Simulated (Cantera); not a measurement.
A freely propagating, adiabatic, planar premixed flame of 21.5 % H₂, 14.6 % O₂, 63.9 % N₂, unburnt at 623 K and 2.17 atm; mixture-averaged transport, grid criteria slope 0.08 and curve 0.16, no radiation.

Computed with Cantera and the H2/O2 subset of GRI-Mech 3.0, which has no nitrogen chemistry. The hydrogen kinetics of GRI-Mech 3.0 are dated; newer H2 mechanisms differ, most at raised pressure. Burning velocities carry a grid error of a few per cent, more on coarse grids.

x: mole fraction of selected species; z is measured from the peak of heat release.

| z (mm) | T (K) | u (m/s) | x H₂ | x O₂ | x H | x O | x H₂O₂ | x OH |
|---|---|---|---|---|---|---|---|---|
| -0.514 | 623 | 4.76 | 0.215 | 0.146 | <1e-8 | <1e-8 | <1e-8 | <1e-8 |
| -0.343 | 623 | 4.76 | 0.215 | 0.146 | <1e-8 | <1e-8 | <1e-8 | <1e-8 |
| -0.257 | 623 | 4.76 | 0.215 | 0.146 | <1e-8 | <1e-8 | <1e-8 | <1e-8 |
| -0.171 | 623 | 4.75 | 0.214 | 0.146 | 1.58e-8 | 2.07e-8 | 3.49e-8 | <1e-8 |
| -0.0857 | 658 | 4.94 | 0.199 | 0.147 | 8.96e-5 | 1.13e-5 | 1.27e-5 | 5.51e-5 |
| -0.0428 | 879 | 6.42 | 0.161 | 0.141 | 0.00258 | 0.000339 | 3.34e-5 | 0.000756 |
| 0 | 1256 | 8.94 | 0.0932 | 0.110 | 0.0130 | 0.00340 | 1.37e-5 | 0.00295 |
| 0.0428 | ? | 10.9 | ? | ? | ? | ? | ? | ? |
| 0.0857 | 1698 | 11.9 | 0.0224 | 0.0550 | 0.0186 | 0.00927 | 2.81e-6 | 0.0107 |
| 0.171 | 1854 | 12.9 | 0.0152 | 0.0480 | 0.0119 | 0.00771 | 1.47e-6 | 0.0123 |
| 0.343 | 1987 | 13.7 | 0.0106 | 0.0451 | 0.00588 | 0.00496 | 8.51e-7 | 0.0118 |
| 0.685 | 2084 | 14.3 | 0.00614 | 0.0434 | 0.00228 | 0.00267 | 5.42e-7 | 0.00978 |
| 1.37 | 2142 | 14.7 | 0.00294 | 0.0428 | 0.000703 | 0.00123 | 3.58e-7 | 0.00714 |

Q: Fill in the missing entries.

A: 
- 0.0428, T (K): 1541
- 0.0428, x H₂: 0.0406
- 0.0428, x O₂: 0.0717
- 0.0428, x H: 0.0204
- 0.0428, x O: 0.00793
- 0.0428, x H₂O₂: 5.06e-6
- 0.0428, x OH: 0.00757
